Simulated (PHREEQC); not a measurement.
Dissolve 0.11 mol/kgw HF, 0.00032 mol/kgw NH4HF2 and 0.00016 mol/kgw (NH4)2SiF6 at 25 °C. Closed to the air; pH follows from the charge balance.

Model: ion-association model, phreeqc.dat, run in PHREEQC.

This is a speciation only: nothing precipitates in the calculation.

**Question.** Order these F species by the share of F that they hold, largest first: HF, HF2-, SiF6-2, F-.

**Answer.** HF (87 %), F- (6.9 %), HF2- (5.2 %), SiF6-2 (0.86 %)

The pH is 2.03 and the ionic strength 0.0111 mol/kgw. Complexes and solids missing from the database can't appear. SiF6-2 is the database's only silicon fluoride.
